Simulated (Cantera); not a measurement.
What does this Cantera script print?

```python
import numpy as np
import cantera as ct

gas_names = """
    CL CL2 H HCL H2 Si SiCL SiCL2 SiCL3 SiCL4 SiH SiHCL3 SiH2 SiH2CL2 SiH3 SiH3CL SiH4 Si2 Si3
""".split()
cond_names = """
    Si(cr) Si(L)
""".split()


# ... load() reads the species with a 1 bar reference pressure and builds the phases ...
atoms = {
    'SiH2Cl2': {'Si': 1, 'H': 2, 'CL': 2},
    'HCl': {'H': 1, 'CL': 1},
    'H2': {'H': 2},
}
top_T = {}  # K; cautious upper limits of use, not melting points


# ... equilibrate(T, P, feed) seeds the gas with the atoms and calls Mixture.equilibrate('TP', solver="vcs", rtol=1e-11, max_steps=5000) ...
results = []
feed = {'SiH2Cl2': 1, 'HCl': 3, 'H2': 330}  # mol
T = 1223  # K
P = 300  # Pa
mix = equilibrate(T, P, feed)
results.append((T, P, feed, dict(zip(mix.species_names, mix.species_moles))))
x = sorted(zip(gas.X, gas.species_names), reverse=True)
print(f"T = {T:g} K  P = {P:g} Pa  gas = {mix.phase_moles(0):.4g} mol")
print("   x: " + "  ".join(f"{s} {v:.3e}" for v, s in x if v > 0.001))
print("   condensed (mol): " + ("  ".join(f"{mix.phase(i).name} {mix.phase_moles(i):.4g}"
      for i in range(1, mix.n_phases) if mix.phase_moles(i) > 1e-12) or "none"))
```

It prints:

```
T = 1223 K  P = 300 Pa  gas = 335 mol
   x: H2 9.856e-01  HCL 1.393e-02
   condensed (mol): Si(cr) 0.8353
```

Equilibrium computed with Cantera from the NASA thermochemical tables; the gas is ideal and each condensed phase is pure.
